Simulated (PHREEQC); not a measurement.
Dissolve 0.26 mol/kgw Na3PO4 and 0.0031 mol/kgw K2CO3 at 60 °C. Closed to the air; pH follows from the charge balance.

Equilibrium calculation in PHREEQC: ion-association model, phreeqc.dat.

Precipitation was switched off in this run.

Question: Order these P species by the share of P that they hold, largest first: NaHPO4-, HPO4-2, PO4-3.

Answer: PO4-3 (82 %), HPO4-2 (15 %), NaHPO4- (3.5 %)

The pH is 11.43 and the ionic strength 1.45 mol/kgw. The ionic strength is past about 0.7 mol/kgw, beyond the range of this activity model, so the values are rough. At this temperature some constants are extrapolated from 25 °C, and those without enthalpy data are left unchanged.
